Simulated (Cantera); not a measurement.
Thermodynamics of carbothermic reduction, feed Fe3O4 + CO + N2

A closed system holds: 1 mol Fe3O4, 4.3 mol CO, 2.2 mol N2, held at 1330 Pa.

Cantera equilibrium calculation (NASA polynomials, part measured and part estimated; ideal gas, pure solids and liquids). Candidate condensed phases: C, Fe, Fe(CO)5, FeO, Fe2O3, Fe3O4; 27 gas species. The tables' stoichiometric FeO is somewhat more stable than real wüstite, so its field is too wide. FeO: taken at fixed stoichiometry. Rates play no part.

At 1375 °C the condensed part is FeO(s). From 1450 °C to 2050 °C the condensed part is FeO(l). The main Fe-bearing gas is Fe throughout. The share of Fe in condensed phases is highest at 1375 °C (100.0 %) and lowest at 2050 °C (75.2 %).

```
T (°C)   x CO   x N2  x CO2      x Fe     x FeO      x O2       x O      x NO  n FeO(s)  n FeO(l)
------  -----  -----  -----  --------  --------  --------  --------  --------  --------  --------
1375    0.508  0.338  0.154   9.57e-5   6.62e-7   9.34e-9   2.12e-8   3.27e-7      3.00         0
1450    0.507  0.338  0.154  0.000299   2.93e-6   5.53e-8   1.16e-7   1.06e-6         0      3.00
1525    0.506  0.338  0.155  0.000841   1.14e-5   2.84e-7   5.51e-7   3.14e-6         0      2.99
1600    0.504  0.338  0.156   0.00215   3.92e-5   1.29e-6   2.33e-6   8.56e-6         0      2.99
1675    0.500  0.337  0.158   0.00504  0.000123   5.37e-6   8.91e-6   2.19e-5         0      2.97
1750    0.491  0.335  0.163    0.0108  0.000350   2.10e-5   3.17e-5   5.32e-5         0      2.93
1825    0.476  0.331  0.171    0.0209  0.000923   8.05e-5  0.000107  0.000126         0      2.86
1900    0.452  0.325  0.183    0.0369   0.00227  0.000308  0.000345  0.000292         0      2.74
1975    0.418  0.315  0.199    0.0596   0.00522   0.00118   0.00108  0.000666         0      2.55
2050    0.375  0.300  0.214    0.0905    0.0113   0.00439   0.00326   0.00147         0      2.26
```
x: gas mole fraction; n: condensed amount in mol.
